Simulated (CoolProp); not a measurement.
Chlorine along the isotherm 111.35 °C: Z from the reference equation and from simpler models built on Tc = 143.7 °C, pc = 76.42 bar, ω = 0.070; each cubic takes its own stable root.

The numbers come from the reference Helmholtz-energy equation of state, Thol 2021 in CoolProp.

```tsv
p (bar)	phase	reference	van der Waals	Redlich-Kwong	Soave-Redlich-Kwong	Peng-Robinson
14.3	gas	0.9172	0.9281	0.9146	0.9139	0.9063
28.6	gas	0.8179	0.8441	0.8147	0.8130	0.7984
42.9	gas	0.6821	0.7376	0.6855	0.6816	0.6605
57.1	liquid	0.1188	0.1903	0.1408	0.1392	…
71.4	liquid	…	…	0.1701	0.1685	0.1497
85.7	liquid	0.1723	0.2614	0.1987	0.1971	0.1753
100	liquid	0.1985	…	0.2266	0.2250	0.2002
114	liquid	0.2237	0.3315	0.2534	…	0.2242
129	liquid	0.2505	…	0.2817	0.2800	…
143	liquid	0.2752	0.4018	0.3076	0.3060	0.2727
157	liquid	0.2996	0.4351	…	0.3315	0.2956
171	liquid	0.3238	0.4682	0.3585	0.3568	0.3182
186	liquid	0.3495	0.5033	0.3852	0.3835	0.3422
200	liquid	0.3733	0.5358	0.4099	0.4082	0.3643
```

Task: Complete the blanks.

Result: 
- 57.1, Peng-Robinson: 0.1235
- 71.4, reference: 0.1458
- 71.4, van der Waals: 0.2256
- 100, van der Waals: 0.2970
- 114, Soave-Redlich-Kwong: 0.2518
- 129, van der Waals: 0.3680
- 129, Peng-Robinson: 0.2495
- 157, Redlich-Kwong: 0.3332
